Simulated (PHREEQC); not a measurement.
Make-up at 20 °C and 10 atm: 0.001 mol/kgw NaOH and 0.01 mol/kgw H3BO3. Closed to the air; pH follows from the charge balance.

All values are PHREEQC results (ion-association model, phreeqc.dat), not measurements.

| Quantity | Value |
|---|---|
| pH | 8.30 |
| ionic strength | 0.00100 mol/kgw |
| total alkalinity | 1.00 meq/kg |

```csv
species,molality,activity,log γ
H3BO3,0.00900,0.00900,0.000
Na+,0.00100,0.000965,-0.015
H2BO3-,0.000999,0.000964,-0.015
OH-,1.44e-6,1.39e-6,-0.015
H+,5.14e-9,4.97e-9,-0.015
```

This is a speciation only: nothing precipitates in the calculation. Complexes and solids missing from the database can't appear.
